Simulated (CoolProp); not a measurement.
Model: reference Helmholtz-energy equation of state, Span 1996, in CoolProp.

Q: For carbon dioxide, give the phase and the speed of sound (m/s), Prandtl number at 70.25 °C and 0.198 MPa; 697.35 °C and 1.83 MPa.

A: 
- 70.25 °C and 0.198 MPa: gas; speed of sound 286, Prandtl number 0.757
- 697.35 °C and 1.83 MPa: gas; speed of sound 468, Prandtl number 0.719

Viscosity comes from a separate model (Laesecke 2017). Thermal conductivity comes from a separate model (Huber 2016).
